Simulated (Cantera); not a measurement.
Feed: 1 mol SiC, 0.18 mol CO2, 760 mol H2, at 1.70e-6 bar.

Equilibrium computed with Cantera from the NASA thermochemical tables; the gas is ideal and each condensed phase is pure. Candidate condensed phases: C, C6H6, C7H8, C8H18, H2O, Si, SiC, SiO2; 123 gas species. The numbers say what is thermodynamically allowed, not how fast it happens.

x: gas mole fraction; n: condensed amount in mol.

```
T (K)   x H2       x H      x Si      x CO     x SiO  x C2H2 (acetylene)    x SiC2  n SiC(s)  n SiO2(β-quartz)  n C(graphite)
-----  -----  --------  --------  --------  --------  ------------------  --------  --------  ----------------  -------------
1000   1.000   1.74e-6  1.50e-12  0.000328   3.67e-5              <1e-12    <1e-12     0.931            0.0414              0
1075   1.000   1.13e-5  1.46e-10  0.000355  0.000118            3.62e-12    <1e-12     0.910                 0              0
1150   0.999         …         …  0.000355  0.000118                   …    <1e-12     0.910                 0              0
1225   0.999         …         …  0.000355  0.000118                   …    <1e-12     0.910                 0              0
1300   0.999  0.000848   1.59e-6  0.000356  0.000118             1.29e-9    <1e-12     0.909                 0              0
1375   0.997   0.00262   1.71e-5  0.000363  0.000110             6.50e-9  3.39e-11     0.903                 0              0
1450   0.992   0.00723  0.000107  0.000408   6.39e-5             4.87e-8   1.21e-9     0.869                 0              0
1525   0.981    0.0180  0.000224  0.000463   6.37e-6             1.87e-6   7.63e-8     0.822                 0              0
1600   0.958    0.0408  0.000603  0.000462   1.34e-6             2.64e-5   2.34e-6     0.525                 0          0.250
1675   0.913    0.0851   0.00124  0.000452   6.17e-7             5.30e-5   8.24e-6         0                 0          0.721
1750   0.835     0.163   0.00119  0.000434   1.47e-7             9.60e-5   1.28e-5         0                 0          0.639
```

Task: Fill in the missing entries.

Result: 
- 1225, x H: 0.000239
- 1225, x Si: 1.05e-7
- 1225, x C2H2 (acetylene): 2.31e-10
- 1150, x H: 5.72e-5
- 1150, x Si: 4.87e-9
- 1150, x C2H2 (acetylene): 3.32e-11
